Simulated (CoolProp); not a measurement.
Values from CoolProp's reference Helmholtz-energy equation of state, Thol 2012.

Question: Give the vapour pressure (MPa), vapour density (kg/m³), enthalpy of vaporisation (kJ/kg), vapour viscosity (µPa s) of saturated benzene at 355.5, 400.4, 422.9 K.

Answer: 
| T (K) | p (MPa) | vapour density (kg/m³) | enthalpy of vaporisation (kJ/kg) | vapour viscosity (µPa s) |
|---|---|---|---|---|
| 355.5 | 0.109 | 2.98 | 392 | 8.92 |
| 400.4 | 0.356 | 9.10 | 356 | 9.96 |
| 422.9 | 0.579 | 14.6 | 337 | 10.5 |

Viscosity comes from a separate model (Avgeri 2014).
